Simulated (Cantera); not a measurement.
# Equilibrium for chlorosilane synthesis and conversion: Si + Cl2 + H2

Feed: 1 mol Si, 0.82 mol Cl2, 0.32 mol H2, held at 1023 K.

Cantera equilibrium calculation (NASA polynomials, part measured and part estimated; ideal gas, pure solids and liquids). Candidate condensed phases: Si; 19 gas species. The tables' values for SiCl3 are old estimates; treat these amounts as uncertain. Rates play no part.

From 0.100 bar to 30.0 bar the condensed part is Si(s). The main Si-bearing gas is SiCl4 throughout. The share of Si in condensed phases is highest at 0.100 bar (57.9 %) and lowest at 30.0 bar (54.6 %).

```tsv
P (Pa)	x SiCl4	x H2	x SiHCl3	x HCl	x SiH2Cl2	x SiCl3	x SiCl2	n Si(s)
10000	0.501	0.394	0.0684	0.0245	0.00103	0.00800	0.00270	0.579
23000	0.496	0.392	0.0832	0.0197	0.00155	0.00644	0.00177	0.576
51000	0.488	0.387	0.0999	0.0160	0.00226	0.00522	0.00118	0.573
120000	0.478	0.380	0.121	0.0128	0.00337	0.00415	0.000760	0.569
260000	0.467	0.372	0.142	0.0103	0.00480	0.00336	0.000510	0.564
590000	0.452	0.362	0.168	0.00824	0.00692	0.00267	0.000333	0.559
1300000	0.436	0.350	0.196	0.00659	0.00974	0.00213	0.000220	0.553
3000000	0.416	0.335	0.228	0.00517	0.0138	0.00167	0.000142	0.546
```
x: gas mole fraction; n: condensed amount in mol.
